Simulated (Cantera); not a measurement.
A closed system holds: 1 mol CCl4, 0.022 mol HCl, 0.69 mol H2, equilibrated at 2473.15 K and 7.50 Torr.

Equilibrium computed with Cantera from the NASA thermochemical tables; the gas is ideal and each condensed phase is pure. Candidate condensed phases: C, C6H6, C7H8, C8H18; 91 gas species. Kinetics and transport are ignored.

Base state: Cl 0.664, HCl 0.313, H 0.0166, H2 0.00555, Cl2 0.000430, C2H2 (acetylene) 5.36e-5, C2HCl 3.31e-5, C3 3.26e-5 (mole fractions); condensed: C(graphite).

Q: What changes in the equilibrium state with this change: H2 from 0.69 to 2.2 mol?

A: 
```csv
species,before,after
HCl,0.313,0.550
Cl,0.664,0.248
H2,0.00555,0.123
H,0.0166,0.0783
C2H2 (acetylene),5.36e-5,0.00119
Cl2,0.000430,5.98e-5
C2H,1.09e-5,5.12e-5
C2HCl,3.31e-5,5.82e-5
"C(graphite), mol",0.999,0.986
```
